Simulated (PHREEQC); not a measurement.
A made-up water analysis in mg/kgw, 25 °C, pH 7.86, pe 12.6:

| constituent | mg/kgw |
|---|---|
| Na | 19.6 |
| K | 2.94 |
| Ca | 25.7 |
| Mg | 37.3 |
| Cl | 87.6 |
| S(6) as SO4 | 107 |
| Alkalinity as HCO3 | 43.5 |
| Si as SiO2 | 0.249 |
| Li | 0.00478 |

Valence states are taken as typed.

The numbers come from PHREEQC with the ion-association model, phreeqc.dat.

No solid was allowed to form.

Question: Order these C species by the share of C that they hold, largest first: CO3-2, MgHCO3+, HCO3-, CaHCO3+, CO2.

Answer: HCO3- (95 %), CO2 (2.7 %), MgHCO3+ (1.1 %), CaHCO3+ (0.50 %), CO3-2 (0.42 %)

Question: Order these Mg species by the share of Mg that they hold, largest first: MgCO3, MgHCO3+, MgSO4, Mg+2.

Answer: Mg+2 (90 %), MgSO4 (9.4 %), MgHCO3+ (0.51 %), MgCO3 (0.13 %)

The pH is 7.86 and the ionic strength 0.00783 mol/kgw. Species that the database lacks are ignored.
